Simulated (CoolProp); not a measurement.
Vapour-liquid equilibrium of diethyl ether (1) + ethanol (2) at 149.15 °C; x and y are mole fractions of (1).

Computed with CoolProp (multi-fluid Helmholtz-energy mixture model, Thol 2014 and Schroeder 2014; pair parameters Bell 2016).

```csv
x,bubble pressure (kPa),y at the bubble point,dew pressure at overall composition x (kPa),liquid density (mol/L)
0.05,1049,0.116,997.7,13.56
0.125,1168,0.250,1057,12.76
0.2,1273,0.352,1121,12.03
0.275,1364,0.434,1193,11.35
0.35,1442,0.503,1270,10.72
0.425,1510,0.562,1353,10.14
0.5,1569,0.616,1439,9.608
0.575,1620,0.667,1525,9.114
0.65,1663,0.717,1604,8.658
0.725,1700,0.769,1670,8.240
0.8,1729,0.824,1718,7.859
0.875,1749,0.884,1746,7.514
0.95,1758,0.951,1758,7.203
```

No azeotrope shows between x = 0.05 and 0.95.

Pair parameters are fitted to limited data, so mixtures are less certain than the pure fluids.
